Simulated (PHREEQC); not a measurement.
A solution holds 21 mmol/kgw HF, 0.094 mmol/kgw (NH4)2SiF6, 0.064 mmol/kgw HBF4 and 0.55 mmol/kgw HCl, at 80 °C. It is in equilibrium with CO2 at log p = -3.5 (atm). Otherwise closed; pH follows from the charge balance.

Model: ion-association model, wateq4f.dat, run in PHREEQC.

This is a speciation only: nothing precipitates in the calculation.

Problem. Predict the pH.

Solution. pH 2.61.

Problem. In which forms is B present?

Solution. BF4- 87 %, BF3OH- 5.4 %, H3BO3 5.3 %, BF2(OH)2- 2.7 % of the B.

Species that the database lacks are ignored. Away from 25 °C the constants follow the database's enthalpies or fits; those with neither stay at their 25 °C values. SiF6-2 is the database's only silicon fluoride. Real BF4- forms and hydrolyses slowly; the run takes it at equilibrium.
